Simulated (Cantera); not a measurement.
A closed system holds: 1 mol B2H6, 2 mol NH3, equilibrated at 1573 K.

Equilibrium computed with Cantera from the NASA thermochemical tables; the gas is ideal and each condensed phase is pure. Candidate condensed phases: B, BN; 15 gas species. The feed counts by its element totals alone. Mutual solubility and eutectic melting of coexisting phases are not modelled. The tables' values for BH2 are old estimates; treat these amounts as uncertain. The numbers say what is thermodynamically allowed, not how fast it happens.

x: gas mole fraction; n: condensed amount in mol.

```json
[
 {"P (Pa)": "10", "x H2": "0.996", "x H": "0.00406", "x N2": "0.000349", "x BH2": "2.02e-5", "n B(s)": "0.00408", "n BN(s)": "2.00"},
 {"P (Pa)": "46", "x H2": "0.998", "x H": "0.00189", "x N2": "7.59e-5", "x BH2": "2.03e-5", "n B(s)": "0.000788", "n BN(s)": "2.00"},
 {"P (Pa)": "220", "x H2": "0.999", "x H": "(withheld)", "x N2": "(withheld)", "x BH2": "2.03e-5", "n B(s)": "0", "n BN(s)": "2.00"},
 {"P (Pa)": "1000", "x H2": "1.000", "x H": "0.000407", "x N2": "7.31e-6", "x BH2": "1.40e-5", "n B(s)": "0", "n BN(s)": "2.00"},
 {"P (Pa)": "4600", "x H2": "1.000", "x H": "0.000190", "x N2": "4.53e-6", "x BH2": "8.31e-6", "n B(s)": "0", "n BN(s)": "2.00"},
 {"P (Pa)": "22000", "x H2": "1.000", "x H": "(withheld)", "x N2": "(withheld)", "x BH2": "4.78e-6", "n B(s)": "0", "n BN(s)": "2.00"},
 {"P (Pa)": "100000", "x H2": "1.000", "x H": "4.07e-5", "x N2": "1.91e-6", "x BH2": "2.74e-6", "n B(s)": "0", "n BN(s)": "2.00"}
]
```

Problem. What belongs in the gaps?

Solution. 
- 220, x H: 0.000866
- 220, x N2: 1.59e-5
- 22000, x H: 8.67e-5
- 22000, x N2: 2.86e-6
